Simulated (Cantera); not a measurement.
# Equilibrium for calcination and drying: LiOH + H2

A closed system holds: 1 mol LiOH, 0.71 mol H2, equilibrated at 100000 Pa.

Equilibrium computed with Cantera from the NASA thermochemical tables; the gas is ideal and each condensed phase is pure. Candidate condensed phases: H2O, Li, LiH, LiOH, Li2O; 17 gas species. The numbers say what is thermodynamically allowed, not how fast it happens.

```csv
T (K),x H2,x LiOH,x H2O,x Li,x Li2O,n Li2O(s),n Li2O(l)
1425,0.584,0.00927,0.406,1.09e-5,3.71e-7,0.494,0
1500,0.581,0.0194,0.399,4.23e-5,2.05e-6,0.488,0
1575,0.576,0.0374,0.386,0.000144,9.53e-6,0.476,0
1650,0.567,0.0668,0.365,0.000443,3.82e-5,0.457,0
1725,0.553,0.111,0.334,0.00124,0.000134,0.426,0
1800,0.533,0.171,0.291,0.00326,0.000423,0.382,0
1875,0.507,0.239,0.243,0.00777,0.00113,0,0.325
1950,0.477,0.304,0.197,0.0168,0.00254,0,0.259
2025,0.436,0.368,0.153,0.0345,0.00537,0,0.175
2100,0.379,0.425,0.113,0.0675,0.0107,0,0.0574
2175,0.346,0.436,0.107,0.0922,0.0130,0,0
```
x: gas mole fraction; n: condensed amount in mol.

From 1425 K to 1800 K the condensed part is Li2O(s). From 1875 K to 2100 K the condensed part is Li2O(l). At 2175 K nothing is condensed. The main Li-bearing gas is LiOH throughout. The share of Li in condensed phases is highest at 1425 K (98.8 %) and lowest at 2175 K (0.0 %).
